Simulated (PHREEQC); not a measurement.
Dissolve 0.096 mol/kgw NH4HF2, 0.00017 mol/kgw H2SiF6, 0.22 mol/kgw H3PO4 and 0.025 mol/kgw HCl at 23 °C. Closed to the air; pH follows from the charge balance.

Computed with PHREEQC (ion-association model, phreeqc.dat).

This is a speciation only: nothing precipitates in the calculation.

**Question.** Estimate the pH, density.

**Answer.** pH 1.76; density 1.012 g/cm³.

**Question.** In which forms is P present?

**Answer.** H3PO4 65 %, H2PO4- 35 % of the P.

Species that the database lacks are ignored. SiF6-2 is the database's only silicon fluoride.
